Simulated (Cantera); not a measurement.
Feed: 1 mol Si3N4, 0.33 mol CO2, 55 mol H2, at 2100 Torr.

These are equilibrium values from Cantera (NASA tables, ideal gas, pure condensed phases), not measurements of a reactor. Candidate condensed phases: C, C6H6, C7H8, C8H18, H2O, Si, SiC, SiO2, Si2N2O, Si3N4; 151 gas species. Mutual solubility and eutectic melting of coexisting phases are not modelled. Gases not in the tables: Si2H6 and higher silanes. Equilibrium is a limit: real reactors are often held back by kinetics, nucleation or transport.

log p: log10 of the partial pressure in bar; n: condensed amount in mol.

| T (K) | log p H2 | log p N2 | log p SiO | log p CO | log p H | log p HCN | log p SiH2 | n SiC(s) | n Si2N2O(s) | n Si3N4(s) | n Si(l) |
|---|---|---|---|---|---|---|---|---|---|---|---|
| 1823 | 0.44 | -1.66 | -3.41 | -4.01 | ? | -4.18 | -4.17 | 0.322 | 0.650 | 0.456 | 0 |
| 1848 | 0.44 | -1.65 | -3.19 | -3.95 | ? | -4.20 | -3.98 | 0.323 | 0.645 | 0.457 | 0 |
| 1873 | 0.44 | -1.56 | -3.00 | -3.79 | ? | -4.10 | -3.87 | 0.322 | 0.637 | 0.407 | 0.160 |
| 1898 | 0.44 | -1.40 | -2.85 | -3.58 | ? | -3.93 | -3.80 | 0.319 | 0.626 | 0.287 | 0.535 |
| 1923 | 0.44 | -1.24 | -2.70 | -3.37 | ? | -3.76 | -3.73 | 0.314 | 0.611 | 0.117 | 1.07 |
| 1948 | 0.44 | -1.15 | -2.49 | -3.09 | ? | -3.63 | -3.67 | 0.305 | 0.578 | 0 | 1.47 |
| 1973 | 0.43 | -1.13 | -2.22 | -2.77 | ? | -3.53 | -3.61 | 0.285 | 0.502 | 0 | 1.58 |
| 1998 | 0.43 | -1.10 | -1.97 | -2.46 | ? | -3.43 | -3.55 | 0.248 | 0.369 | 0 | 1.79 |
| 2023 | 0.43 | -1.05 | -1.74 | -2.18 | ? | -3.33 | -3.49 | 0.181 | 0.151 | 0 | 2.13 |
| 2048 | 0.43 | -1.01 | -1.64 | -2.03 | ? | -3.23 | -3.43 | 0.121 | 0 | 0 | 2.40 |
| 2073 | 0.43 | -1.01 | -1.66 | -2.00 | ? | -3.15 | -3.37 | 0.102 | 0 | 0 | 2.43 |
| 2098 | 0.43 | -1.02 | -1.68 | -1.96 | ? | -3.08 | -3.32 | 0.0814 | 0 | 0 | 2.47 |

### Question
Fill in the missing entries.

### Answer

- 1823, log p H: -3.14
- 1848, log p H: -3.05
- 1873, log p H: -2.97
- 1898, log p H: -2.89
- 1923, log p H: -2.81
- 1948, log p H: -2.73
- 1973, log p H: -2.65
- 1998, log p H: -2.58
- 2023, log p H: -2.51
- 2048, log p H: -2.44
- 2073, log p H: -2.37
- 2098, log p H: -2.30
